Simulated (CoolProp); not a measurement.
Vapour-liquid equilibrium of R152A (1) + R113 (2) at 0.095 MPa; x and y are mole fractions of (1).

The numbers come from the multi-fluid Helmholtz-energy mixture model, Outcalt 1996 and Marx 1992; pair parameters Bell 2016 in CoolProp.

```
x     bubble temperature (K)  y at the bubble point  dew temperature at overall composition x (K)  liquid density (mol/L)
----  ----------------------  ---------------------  --------------------------------------------  ----------------------
0.05                   296.6                  0.567                                         317.3                   8.529
0.15                   274.0                  0.851                                         314.1                   9.205
0.25                   264.1                  0.916                                         310.6                   9.769
0.35                   259.0                  0.941                                         306.8                   10.31
0.45                   256.1                  0.953                                         302.5                   10.88
0.55                   254.2                  0.961                                         297.5                   11.49
0.65                   252.8                  0.967                                         291.6                   12.16
0.75                   251.6                  0.973                                         284.2                   12.92
0.85                   250.2                  0.981                                         274.1                   13.79
0.95                   248.6                  0.992                                         256.9                   14.79
```

No azeotrope shows between x = 0.05 and 0.95.

The pair parameters rest on a limited set of measurements; away from them the model extrapolates. With so large a gap from Raoult's law the liquid may split in two, which this calculation doesn't test in full.
